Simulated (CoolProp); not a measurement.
R227EA at 359.72 K and 0.451 MPa flows at 2.5 m/s in a round tube of 1 mm bore and 1.5 µm roughness, fully developed (64/Re and Nu = 3.66 if laminar; Colebrook and Gnielinski if turbulent). Each further row changes one setting.

Model: reference Helmholtz-energy equation of state, Lemmon 2016, in CoolProp.

```
case            Reynolds number  Darcy friction factor  pressure drop (Pa/m)  heat-transfer coefficient (W/(m² K))  mass flow (kg/h)
--------------  ---------------  ---------------------  --------------------  ------------------------------------  ----------------
as stated                  4860                 0.0393                  3370                                   301             0.194
velocity 5 m/s             9720                 0.0333                 11400                                   567             0.387
diameter 2 mm              9720                 0.0322                  1380                                   273             0.775
```

Viscosity comes from a separate model (Huber 2003), an estimate that may be off by 10 % or more. Thermal conductivity comes from a separate model (Huber 2003), an estimate that may be off by 10 % or more.
